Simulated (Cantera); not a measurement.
Cantera run:

```python
import numpy as np
import cantera as ct

gas_names = """
    H H2 Hg
""".split()
cond_names = """
    Hg(cr) Hg(L)
""".split()


# ... load() reads the species with a 1 bar reference pressure and builds the phases ...
atoms = {
    'Hg': {'Hg': 1},
    'H2': {'H': 2},
}
top_T = {}  # K; cautious upper limits of use, not melting points


# ... equilibrate(T, P, feed) seeds the gas with the atoms and calls Mixture.equilibrate('TP', solver="vcs", rtol=1e-11, max_steps=5000) ...
results = []
T = 1450  # K
P = 133.322  # Pa
for m in [0.041, 0.066, 0.11, 0.17, 0.28, 0.44, 0.72, 1.2, 1.9, 3, 4.9, 7.8]:
    feed = {'Hg': 1, 'H2': m}  # mol
    mix = equilibrate(T, P, feed)
    results.append((T, P, feed, dict(zip(mix.species_names, mix.species_moles))))

top = {s: max(r[3][s] / sum(r[3][g] for g in gas_names) for r in results) for s in gas_names}
cols = sorted((s for s in top if top[s] > 0.0001), key=lambda s: -top[s])[:6]
seen = [c for c in cond_names if any(r[3].get(c, 0) > 1e-12 for r in results)]
print("log10 of partial pressures in bar; condensed amounts in mol")
print(f"{'n(H2)':>10s}" + "".join(f"{s[:9]:>10s}" for s in cols + seen))
for T, P, feed, n in results:
    ng = sum(n[g] for g in gas_names)
    print(f"{feed['H2']:10.4g}" + "".join(f"{np.log10(max(n[s] / ng * P / 1e5, 1e-99)):10.3f}" for s in cols)
          + "".join(f"{n.get(c, 0):10.4g}" for c in seen))
```

Output:

```
log10 of partial pressures in bar; condensed amounts in mol
     n(H2)        Hg        H2         H
     0.041    -2.893    -4.280    -7.164
     0.066    -2.903    -4.084    -7.066
      0.11    -2.920    -3.879    -6.964
      0.17    -2.943    -3.713    -6.881
      0.28    -2.982    -3.535    -6.792
      0.44    -3.033    -3.390    -6.719
      0.72    -3.111    -3.253    -6.651
       1.2    -3.218    -3.138    -6.593
       1.9    -3.338    -3.059    -6.554
         3    -3.477    -3.000    -6.524
       4.9    -3.646    -2.956    -6.502
       7.8    -3.820    -2.928    -6.488
```

Equilibrium computed with Cantera from the NASA thermochemical tables; the gas is ideal and each condensed phase is pure.
